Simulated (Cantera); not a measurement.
What does this Cantera script print?

```python
import numpy as np
import cantera as ct

gas_names = """
    Fe FeO Fe(OH)2 H HO2 H2 H2O H2O2 H2S H2SO4 O OH O2 O3 S SH SO SO2 SO3 S2 S2O S8
""".split()
cond_names = """
    Fe(a) Fe(c) Fe(d) Fe(L) FeO(s) FeO(L) Fe(OH)2(s) Fe(OH)3(s) FeS(a) FeS(b) FeS(c) FeS(L) FeSO4(s)
    FeS2(s) Fe2O3(s) Fe2S3O12(s) Fe3O4(s) H2O(s) H2O(L) H2SO4(L) S(cr1) S(cr2) S(L)
""".split()


def load(file, names, dense=False):
    # The tables refer to 1 bar. Condensed volumes are neglected.
    table = {s.name: s for s in ct.Species.list_from_file(file)}
    out = []
    for n in names:
        d = dict(table[n].input_data)
        d["thermo"] = dict(d["thermo"], **{"reference-pressure": 1e5})
        if dense:
            d["equation-of-state"] = {"model": "constant-volume", "density": "1e6 g/cm^3"}
        out.append(ct.Species.from_dict(d))
    return out


gas = ct.Solution(thermo="ideal-gas", species=load("nasa_gas.yaml", gas_names))
cond = {s.name: ct.Solution(thermo="fixed-stoichiometry", species=[s], name=s.name)
        for s in load("nasa_condensed.yaml", cond_names, dense=True)}
atoms = {
    'FeS2': {'Fe': 1, 'S': 2},
    'H2S': {'H': 2, 'S': 1},
    'H2O': {'H': 2, 'O': 1},
}
top_T = {'FeSO4(s)': 950, 'FeS2(s)': 1010, 'Fe2O3(s)': 1830, 'Fe2S3O12(s)': 1100, 'Fe3O4(s)': 1870}  # K; cautious upper limits of use, not melting points


def equilibrate(T, P, feed):
    n = {}
    for name, mol in feed.items():
        for a, k in atoms[name].items():
            n[a] = n.get(a, 0.0) + k * mol
    gas.TPX = T, P, n
    mass = sum(n.values()) * gas.mean_molecular_weight
    gas.equilibrate("TP")
    valid = [c for c in cond.values() if c.min_temp <= T <= top_T.get(c.name, c.max_temp)]
    mix = ct.Mixture([(gas, mass / gas.mean_molecular_weight)] + [(c, 0.0) for c in valid])
    mix.T, mix.P = T, P
    mix.equilibrate("TP", solver="gibbs", rtol=1e-10, max_steps=50000)
    return mix


results = []
feed = {'FeS2': 1, 'H2S': 0.69, 'H2O': 1.8}  # mol
P = 1700000  # Pa
for T in [600, 650, 700, 750, 800, 850, 900, 950, 1000, 1050]:
    mix = equilibrate(T, P, feed)
    results.append((T, P, feed, dict(zip(mix.species_names, mix.species_moles))))

top = {s: max(r[3][s] / sum(r[3][g] for g in gas_names) for r in results) for s in gas_names}
cols = sorted((s for s in top if top[s] > 0.0001), key=lambda s: -top[s])[:8]
seen = [c for c in cond_names if any(r[3].get(c, 0) > 1e-12 for r in results)]
print("log10 of partial pressures in bar; condensed amounts in mol")
print(f"{'T/K':>10s}" + "".join(f"{s[:9]:>10s}" for s in cols + seen))
for T, P, feed, n in results:
    ng = sum(n[g] for g in gas_names)
    print(f"{T:10.4g}" + "".join(f"{np.log10(max(n[s] / ng * P / 1e5, 1e-99)):10.3f}" for s in cols)
          + "".join(f"{n.get(c, 0):10.4g}" for c in seen))
```

It prints:

```
log10 of partial pressures in bar; condensed amounts in mol
       T/K       H2O       H2S        S2       SO2       S2O        H2    FeS(c)   FeS2(s)
       600     1.090     0.673    -3.716    -3.875    -5.819    -2.694         0         1
       650     1.089     0.673    -3.104    -3.277    -5.088    -2.411         0         1
       700     1.089     0.673    -2.694    -2.934    -4.633    -2.110         0         1
       750     1.089     0.672    -2.373    -2.689    -4.290    -1.830         0         1
       800     1.089     0.671    -2.098    -2.481    -3.997    -1.582         0         1
       850     1.089     0.670    -1.856    -2.297    -3.739    -1.361         0         1
       900     1.088     0.667    -1.643    -2.134    -3.511    -1.165         0         1
       950     1.084     0.670    -1.084    -1.451    -2.763    -1.167   0.03069    0.9693
      1000     1.047     0.701    -0.307    -0.548    -1.739    -1.278    0.2822    0.7178
      1050     0.950     0.742     0.231    -0.129    -1.135    -1.283         1         0
```

Cantera equilibrium calculation (NASA polynomials, part measured and part estimated; ideal gas, pure solids and liquids). FeS: taken at fixed stoichiometry. Gases not in the tables: S3 to S7.
